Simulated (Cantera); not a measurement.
Feed: 1 mol MgO, a varied amount of C, 1.4 mol H₂, at 1877 °C and 3.70 bar.

These are equilibrium values from Cantera (NASA tables, ideal gas, pure condensed phases), not measurements of a reactor. Candidate condensed phases: C, C₆H₆, C₇H₈, C₈H₁₈, H₂O, Mg, MgCO₃, MgO, Mg(OH)₂; 116 gas species. The tables' values for MgH are old estimates; treat these amounts as uncertain. Rates play no part.

x: gas mole fraction; n: condensed amount in mol.

```json
[
 {"n(C) (mol)": "0.066", "x H₂": "0.911", "x CO": "0.0430", "x Mg": "0.0424", "x MgH": "0.00132", "n MgO(s)": "0.933"},
 {"n(C) (mol)": "0.13", "x H₂": "0.841", "x CO": "0.0783", "x Mg": "0.0763", "x MgH": "0.00228", "n MgO(s)": "0.869"},
 {"n(C) (mol)": "0.2", "x H₂": "0.775", "x CO": "0.111", "x Mg": "0.108", "x MgH": "0.00310", "n MgO(s)": "0.800"},
 {"n(C) (mol)": "0.27", "x H₂": "0.719", "x CO": "0.139", "x Mg": "0.136", "x MgH": "0.00374", "n MgO(s)": "0.730"},
 {"n(C) (mol)": "0.34", "x H₂": "0.671", "x CO": "?", "x Mg": "?", "x MgH": "0.00425", "n MgO(s)": "?"},
 {"n(C) (mol)": "0.41", "x H₂": "0.628", "x CO": "0.185", "x Mg": "0.180", "x MgH": "0.00465", "n MgO(s)": "0.590"},
 {"n(C) (mol)": "0.47", "x H₂": "0.596", "x CO": "0.201", "x Mg": "?", "x MgH": "0.00493", "n MgO(s)": "?"},
 {"n(C) (mol)": "0.54", "x H₂": "0.562", "x CO": "0.218", "x Mg": "0.213", "x MgH": "0.00519", "n MgO(s)": "0.461"},
 {"n(C) (mol)": "0.61", "x H₂": "0.532", "x CO": "0.233", "x Mg": "0.228", "x MgH": "0.00540", "n MgO(s)": "0.391"},
 {"n(C) (mol)": "0.68", "x H₂": "0.505", "x CO": "0.247", "x Mg": "0.241", "x MgH": "0.00557", "n MgO(s)": "0.321"}
]
```

Question: Some entries are withheld; supply them.

Answer: 
- 0.47, x Mg: 0.196
- 0.47, n MgO(s): 0.531
- 0.34, x CO: 0.163
- 0.34, x Mg: 0.159
- 0.34, n MgO(s): 0.660
